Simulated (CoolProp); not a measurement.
n-decane at several states: density (kg/m³) from the reference equation and from simpler models built on Tc = 344.5 °C, pc = 2101 kPa, ω = 0.488; each cubic takes its own stable root.

Model: reference Helmholtz-energy equation of state, Lemmon 2006, in CoolProp. It is a short technical equation, of lower accuracy than the large ones.

| T (°C) | p (kPa) | phase | reference | Soave-Redlich-Kwong | Peng-Robinson |
|---|---|---|---|---|---|
| 106.85 | 1390 | liquid | … | 557.8 | … |
| 5.55 | 2650 | liquid | … | 607.2 | 680.6 |
| 316.25 | 45.5 | gas | 1.333 | 1.333 | 1.334 |
| 94.65 | 214 | liquid | 671.9 | 562.9 | … |
| 250.15 | 3140 | liquid | … | 450.6 | 509.0 |

### Question
Fill in the missing entries.

### Answer

- 106.85, reference: 663.7
- 106.85, Peng-Robinson: 628.4
- 5.55, reference: 743.5
- 94.65, Peng-Robinson: 634.1
- 250.15, reference: 537.9
